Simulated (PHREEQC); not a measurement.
Make-up at 45 °C: 0.001 mol/kgw H3BO3, 6.6e-05 mol/kgw BaCl2 and 0.056 mol/kgw Ba(NO3)2. Closed to the air; pH follows from the charge balance.

All values are PHREEQC results (ion-association model, phreeqc.dat), not measurements.

This is a speciation only: nothing precipitates in the calculation.

Task: Estimate the pH, density.

Result: pH 6.01; density 1.002 g/cm³.

Away from 25 °C the constants follow the database's enthalpies or fits; those with neither stay at their 25 °C values.
